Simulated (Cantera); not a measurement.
# Ammonia decomposition in nitride growth gas

A perfectly stirred reactor is fed with 6.67 % NH₃, 93.3 % H₂, at 1.00 atm; it is held at 1650 K, and followed from long to short residence time.

Detailed kinetics in Cantera: the gas-phase N/H chemistry of the illustrative SiF4/NH3 mechanism in the Surface Chemkin manual (1991). Walls and surfaces, which speed up NH3 decomposition in real reactors, are not modelled.

| τ (s) | x NH₃ | x H₂ | x N₂H₂ | x N₂ | x N₂H₄ | x H | x NH₂ |
|---|---|---|---|---|---|---|---|
| 1.9 | 0.0623 | 0.936 | 5.46e-9 | 0.00204 | 2.66e-9 | 8.09e-5 | 1.33e-5 |
| 0.49 | 0.0654 | 0.934 | 5.93e-9 | 0.000569 | 2.89e-9 | 8.02e-5 | 1.38e-5 |
| 0.13 | 0.0663 | 0.933 | 5.85e-9 | 0.000149 | 2.86e-9 | 7.87e-5 | 1.38e-5 |
| 0.034 | 0.0666 | 0.933 | 5.07e-9 | 3.33e-5 | 2.52e-9 | 7.35e-5 | 1.29e-5 |
| 0.0088 | 0.0666 | 0.933 | 2.87e-9 | 4.73e-6 | 1.51e-9 | 5.68e-5 | 9.97e-6 |
| 0.0023 | 0.0667 | 0.933 | 5.32e-10 | 2.14e-7 | 3.15e-10 | 2.59e-5 | 4.55e-6 |
| 0.00060 | 0.0667 | 0.933 | 3.99e-11 | 3.73e-9 | 2.59e-11 | 7.42e-6 | 1.31e-6 |
x: mole fraction; the columns are a selection and need not sum to one.
